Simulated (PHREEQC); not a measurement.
PHREEQC input (Pitzer model, pitzer.dat):

```
SOLUTION 1
  temp 30
  units mol/kgw
  pH 7 charge
  Cl 0.0091
  Na 1.2935
  B 0.014
  C(4) 0.63
  S(6) 0.0087
END
USE solution 1
INCREMENTAL_REACTIONS false
REACTION 1
  H2O -1
  0 9.886 18.011 24.689 30.178 34.689 38.397 41.444
  43.949 46.007 47.699 49.089 50.232 51.172 51.944 52.578
  53.1 moles
EQUILIBRIUM_PHASES 1
  Burkeite 0 0
  Halite 0 0
  Mirabilite 0 0
  Nahcolite 0 0
  Natron 0 0
  Thenardite 0 0
  Trona 0 0
  Borax 0 0
  Boric_acid,s 0 0
  NaBO2:4H2O 0 0
  NaB5O8:5H2O 0 0
  Teepleite 0 0
  CO2(g) -3.4 10
SELECTED_OUTPUT 1
  -reset false
  -pH true
  -pe true
  -ionic_strength true
  -water true
  -activities H2O
  -totals B C Cl Na S
  -molalities H+ Na+ Cl- CO3-2 SO4-2 B(OH)3 OH- HCO3- CO2 HSO4-
    B(OH)4- B3O3(OH)4- B4O5(OH)4-2
  -equilibrium_phases Burkeite Halite Mirabilite Nahcolite Natron Thenardite Trona Borax Boric_acid,s NaBO2:4H2O
    NaB5O8:5H2O Teepleite
PRINT
  -reset false
END
```

Selected output (columns that matter, 12 of 17 rows; water left (kg) added in front):

```
water left (kg)	pH	mu	B	C	Cl	Na	S	m_H+	m_Na+	m_Cl-	m_CO3-2	m_SO4-2	la_H2O	Trona
0.99874	10.088	1.8533	0.014018	0.70578	0.0091115	1.2951	0.008711	2.1457e-10	1.2951	0.0091115	0.54949	0.008711	-0.011436	0
0.820748	10.105	2.263	0.017058	0.85115	0.011087	1.576	0.0106	2.1715e-10	1.576	0.011087	0.67636	0.0106	-0.013631	0
0.554243	10.133	3.3697	0.02526	1.2419	0.016419	2.3338	0.015697	2.2005e-10	2.3338	0.016419	1.0202	0.015697	-0.019542	0
0.455424	10.146	4.1095	0.030741	1.5027	0.019981	2.8402	0.019103	2.187e-10	2.8402	0.019981	1.2502	0.019103	-0.023604	0
0.307449	10.165	6.1052	0.045536	2.2086	0.029598	4.2072	0.028297	2.0518e-10	4.2072	0.029598	1.8696	0.028297	-0.035538	0
0.252579	10.17	7.4367	0.055428	2.6835	0.036028	5.1212	0.034445	1.909e-10	5.1212	0.036028	2.2811	0.034445	-0.044596	0
0.165625	10.168	8.4082	0.084528	3.0053	0.054943	5.7992	0.052528	1.7758e-10	5.7992	0.054943	2.5561	0.052528	-0.052192	0.111
0.132433	10.166	8.4223	0.10571	2.9842	0.068714	5.8182	0.065693	1.7608e-10	5.8182	0.068714	2.5375	0.065693	-0.052596	0.17433
0.0827657	10.16	8.4704	0.16915	2.9241	0.10995	5.8768	0.10512	1.7167e-10	5.8768	0.10995	2.484	0.10512	-0.053761	0.26903
0.0643501	10.155	8.513	0.21756	2.8812	0.14141	5.9233	0.1352	1.6842e-10	5.9233	0.14141	2.4454	0.1352	-0.05461	0.30411
0.036842	10.136	8.6805	0.38	2.749	0.247	6.0866	0.23614	1.5805e-10	6.0866	0.247	2.3251	0.23614	-0.057329	0.35642
0.0266477	10.118	8.8494	0.52537	2.6395	0.34149	6.2397	0.32648	1.4933e-10	6.2397	0.34149	2.2244	0.32648	-0.059728	0.37574
```
